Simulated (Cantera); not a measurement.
An adiabatic, constant-pressure homogeneous reactor starts with CH4 : C2H6 : O2 : N2 = 1 : 0.096 : 1.95 : 7.32 (molar parts), equivalence ratio 1.2, at 1500 K and 10.0 bar. Integrator tolerance rtol = 1e-08.

Computed with Cantera and GRI-Mech 3.0 (53 species, 325 reactions).

Question: What does this change do: C2H6 0.096 to 0.066 parts?

Answer: 
```
quantity                                                            before                                    after
---------------------------------  ---------------------------------------  ---------------------------------------
time of steepest temperature rise                                  63.9 µs                                  81.2 µs
temperature at 0.400 s                                              2917 K                                   2917 K
equilibrium temperature                                             2917 K                                   2917 K
x(CH4) at 0.400 s                    <1e-12 (gas-phase equilibrium <1e-12)    <1e-12 (gas-phase equilibrium <1e-12)
x(C2H6) at 0.400 s                   <1e-12 (gas-phase equilibrium <1e-12)    <1e-12 (gas-phase equilibrium <1e-12)
x(O2) at 0.400 s                   0.00403 (gas-phase equilibrium 0.00403)  0.00589 (gas-phase equilibrium 0.00589)
x(OH) at 0.400 s                     0.0121 (gas-phase equilibrium 0.0121)    0.0132 (gas-phase equilibrium 0.0132)
x(HCN) at 0.400 s                  2.85e-8 (gas-phase equilibrium 2.85e-8)  1.89e-8 (gas-phase equilibrium 1.89e-8)
x(NO) at 0.400 s                   0.00548 (gas-phase equilibrium 0.00548)  0.00667 (gas-phase equilibrium 0.00667)
```

Question: What does this change do: CH4 1 to 0.59 parts?

Answer: 
```json
[
 {"quantity": "time of steepest temperature rise", "before": "63.9 µs", "after": "39.6 µs"},
 {"quantity": "temperature at 0.400 s", "before": "2917 K", "after": "2773 K"},
 {"quantity": "equilibrium temperature", "before": "2917 K", "after": "2773 K"},
 {"quantity": "x(CH4) at 0.400 s", "before": "<1e-12 (gas-phase equilibrium <1e-12)", "after": "<1e-12 (gas-phase equilibrium <1e-12)"},
 {"quantity": "x(C2H6) at 0.400 s", "before": "<1e-12 (gas-phase equilibrium <1e-12)", "after": "<1e-12 (gas-phase equilibrium <1e-12)"},
 {"quantity": "x(O2) at 0.400 s", "before": "0.00403 (gas-phase equilibrium 0.00403)", "after": "0.0398 (gas-phase equilibrium 0.0398)"},
 {"quantity": "x(OH) at 0.400 s", "before": "0.0121 (gas-phase equilibrium 0.0121)", "after": "0.0134 (gas-phase equilibrium 0.0134)"},
 {"quantity": "x(HCN) at 0.400 s", "before": "2.85e-8 (gas-phase equilibrium 2.85e-8)", "after": "4.80e-10 (gas-phase equilibrium 4.80e-10)"},
 {"quantity": "x(NO) at 0.400 s", "before": "0.00548 (gas-phase equilibrium 0.00548)", "after": "0.0147 (gas-phase equilibrium 0.0147)"}
]
```
